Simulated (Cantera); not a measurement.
Feed: 1 mol toluene, 2.2 mol H₂O, 19 mol N₂, at 1.33 mbar.

Cantera equilibrium calculation (NASA polynomials, part measured and part estimated; ideal gas, pure solids and liquids). Candidate condensed phases: C, C₆H₆, C₇H₈, C₈H₁₈, H₂O; 136 gas species. Equilibrium is a limit: real reactors are often held back by kinetics, nucleation or transport. All values below are at 1223 K.

Base state: N₂ 0.693, H₂ 0.226, CO 0.0803, HCN 3.79e-5 (mole fractions); condensed: C(graphite).

Q: What changes in the equilibrium state with this change: H₂O from 2.2 to 0.55 mol?

A: 
```json
[
 {"species": "N₂", "before": "0.693", "after": "0.788"},
 {"species": "H₂", "before": "0.226", "after": "0.189"},
 {"species": "CO", "before": "0.0803", "after": "0.0228"},
 {"species": "HCN", "before": "3.79e-5", "after": "3.69e-5"},
 {"species": "C(graphite), mol", "before": "4.80", "after": "6.45"}
]
```
